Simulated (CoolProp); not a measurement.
Propylene along the isotherm 287.8 K: density (kg/m³) from the reference equation and from simpler models built on Tc = 364.2 K, pc = 45.55 bar, ω = 0.146; each cubic takes its own stable root.

The numbers come from the reference Helmholtz-energy equation of state, Lemmon 2013 in CoolProp.

```json
[
 {"p (bar)": "50.6", "phase": "liquid", "reference": "534.2", "van der Waals": "347.5", "Peng-Robinson": "560.9"},
 {"p (bar)": "101", "phase": "liquid", "reference": "544.8", "van der Waals": "364.1", "Peng-Robinson": "576.8"},
 {"p (bar)": "152", "phase": "liquid", "reference": "554.0", "van der Waals": "375.9", "Peng-Robinson": "589.9"},
 {"p (bar)": "202", "phase": "liquid", "reference": "561.9", "van der Waals": "384.9", "Peng-Robinson": "600.7"},
 {"p (bar)": "253", "phase": "liquid", "reference": "569.2", "van der Waals": "392.4", "Peng-Robinson": "610.2"},
 {"p (bar)": "304", "phase": "liquid", "reference": "575.7", "van der Waals": "398.7", "Peng-Robinson": "618.6"},
 {"p (bar)": "354", "phase": "liquid", "reference": "581.6", "van der Waals": "404.0", "Peng-Robinson": "625.9"},
 {"p (bar)": "405", "phase": "liquid", "reference": "587.2", "van der Waals": "408.8", "Peng-Robinson": "632.6"},
 {"p (bar)": "455", "phase": "liquid", "reference": "592.4", "van der Waals": "413.0", "Peng-Robinson": "638.5"}
]
```
